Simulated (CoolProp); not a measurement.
Vapour-liquid equilibrium of o-xylene (1) + n-undecane (2) at 131.45 °C; x and y are mole fractions of (1).

Values from CoolProp's multi-fluid Helmholtz-energy mixture model, Zhou 2012 and Aleksandrov 2011; pair parameters Bell 2016.

```tsv
x	bubble pressure (MPa)	y at the bubble point	dew pressure at overall composition x (MPa)	liquid density (mol/L)
0.05	___	___	0.01583	4.285
0.2	0.02581	0.524	0.01803	___
0.35	0.03416	0.707	0.02094	4.980
0.5	0.04262	0.819	___	5.401
0.65	0.05111	0.893	0.03102	5.886
0.8	___	0.947	0.04093	6.451
0.95	0.06818	0.988	0.06012	7.116
```

### Question
Fill in the missing entries.

### Answer

- 0.05, bubble pressure (MPa): 0.01777
- 0.05, y at the bubble point: 0.184
- 0.2, liquid density (mol/L): 4.611
- 0.5, dew pressure at overall composition x (MPa): 0.02499
- 0.8, bubble pressure (MPa): 0.05962

No azeotrope shows between x = 0.05 and 0.95.

Pair parameters are fitted to limited data, so mixtures are less certain than the pure fluids.
